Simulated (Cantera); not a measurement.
An adiabatic, constant-volume homogeneous reactor starts with 30.8 % H2, 11.0 % O2, 41.3 % N2, 16.9 % H2O, equivalence ratio 1.4, at 1700 K and 1.00 bar.

Detailed kinetics in Cantera: the H2/O2 subset of GRI-Mech 3.0, which has no nitrogen chemistry.

Predict: time of steepest temperature rise; temperature at 3.00 s; equilibrium temperature; x(H2) at 3.00 s; x(O2) at 3.00 s; x(H2O) at 3.00 s; x(H) at 3.00 s; x(H2O2) at 3.00 s; x(OH) at 3.00 s.


- time of steepest temperature rise = 9.03 µs
- temperature at 3.00 s = 2863 K
- equilibrium temperature = 2863 K
- x(H2) at 3.00 s = 0.111 (gas-phase equilibrium 0.111)
- x(O2) at 3.00 s = 0.00575 (gas-phase equilibrium 0.00575)
- x(H2O) at 3.00 s = 0.378 (gas-phase equilibrium 0.378)
- x(H) at 3.00 s = 0.0274 (gas-phase equilibrium 0.0274)
- x(H2O2) at 3.00 s = 4.99e-7 (gas-phase equilibrium 4.99e-7)
- x(OH) at 3.00 s = 0.0276 (gas-phase equilibrium 0.0276)
